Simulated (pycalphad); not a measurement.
All values are pycalphad results on the COST 507 light-alloy database (1999) (1 atm), not direct measurements. These are 1990s assessments: newer ones move some temperatures and phases. Amounts are mole fractions of atoms.

Question: Give the equilibrium state of Al-1.334Mg-2.416Si (wt.%) at 610 K.

Answer: fcc, fraction 0.964, with 0.06 Mg, 0.11 Si wt.%; MG2SI, fraction 0.021, with 63.4 Mg, 36.6 Si wt.%; diamond (Si), fraction 0.015, with no Mg, >99.99 Si wt.%.

Question: Give the equilibrium state of Al-1.334Mg-2.416Si (wt.%) at 890 K.

Answer: fcc, fraction 0.614, with 0.59 Mg, 0.52 Si wt.%; liquid, fraction 0.386, with 2.5 Mg, 5.4 Si wt.%.

Database names, with the compositions (at.%) that they take in these runs: MG2SI: Mg 67 Si 33. An entry "none" or "no" means that the model of the phase leaves that element out.
